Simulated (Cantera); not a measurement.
Gas-phase reforming

An isothermal, constant-pressure homogeneous reactor starts with CH4 : H2O = 4.2 : 4.1 (molar parts), at 1823 K and 10.0 bar.

Model: GRI-Mech 3.0 (53 species, 325 reactions), integrated in Cantera.

```
t (s)       x CH4     x H2O      x O2   x CH2O     x CO2
--------  -------  --------  --------  -------  --------
1.00e-6     0.505     0.494    <1e-12  1.85e-7    <1e-12
8.18e-6     0.496     0.493  2.71e-11  1.25e-5   2.16e-9
6.69e-5     0.404     0.469  5.23e-10  5.63e-5   4.34e-6
0.000547    0.189     0.386  2.05e-10  1.34e-5  0.000242
0.00447    0.0679     0.301  7.79e-11  3.31e-6   0.00416
0.0366     0.0549     0.160  1.95e-11  1.23e-6   0.00876
0.299      0.0300    0.0450  1.63e-12  7.22e-7   0.00357
2.45       0.0112   0.00745    <1e-12  7.46e-7  0.000630
20.0      0.00576  0.000450    <1e-12  7.65e-7   3.83e-5
```
x: mole fraction; the columns are a selection and need not sum to one.

Equilibrium at this temperature and pressure: CH4 0.00565, H2O 0.000324, O2 <1e-12, CH2O 7.66e-7, CO2 2.76e-5 (gas phase only).
